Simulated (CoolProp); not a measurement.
R227EA at several states: fugacity coefficient from the reference equation and from simpler models built on Tc = 374.9 K, pc = 2925 kPa, ω = 0.358; each cubic takes its own stable root.

Computed with CoolProp (reference Helmholtz-energy equation of state, Lemmon 2016).

| T (K) | p (kPa) | phase | reference |
|---|---|---|---|
| 175.3 | 44.8 | liquid | 0.008192 |
| 412.4 | 10600 | supercritical | 0.4116 |
| 163.9 | 23.1 | liquid | 0.004136 |
| 432.5 | 57.1 | gas | 0.9960 |
| 152.6 | 664 | liquid | 3.129e-5 |

**Question.** How far does each simpler model (van der Waals, Redlich-Kwong, Peng-Robinson) lie from the reference over these 5 states: mean and median of the absolute difference, and the worst?

**Answer.** 
- van der Waals: mean 25061.9 %, median 11795.8 %, worst +89800.9 % at 152.6 K and 664 kPa
- Redlich-Kwong: mean 482.6 %, median 576.5 %, worst +1062.0 % at 152.6 K and 664 kPa
- Peng-Robinson: mean 13.3 %, median 14.5 %, worst +30.1 % at 152.6 K and 664 kPa

At some of these states van der Waals gives the other phase, because its saturation line lies elsewhere.
